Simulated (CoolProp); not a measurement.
Vapour-liquid equilibrium of propylene (1) + n-heptane (2) at 130 kPa; x and y are mole fractions of (1).

Model: multi-fluid Helmholtz-energy mixture model, Lemmon 2013 and Span 2003; pair parameters Bell 2016, in CoolProp.

Q: Give the bubble temperature and the first vapour's composition at x = 0.2, 0.5, 0.95. Is there an azeotrope?

A: x = 0.2: 272.3 K, y = 0.990; x = 0.5: 243.6 K, y = 0.999; x = 0.95: 232.3 K, y = 1.000. No azeotrope shows between x = 0.05 and 0.95.

The pair parameters rest on a limited set of measurements; away from them the model extrapolates. The gap from Raoult's law changes sign with composition, which may be real or a fault of the pair parameters; it wasn't checked against measurements.
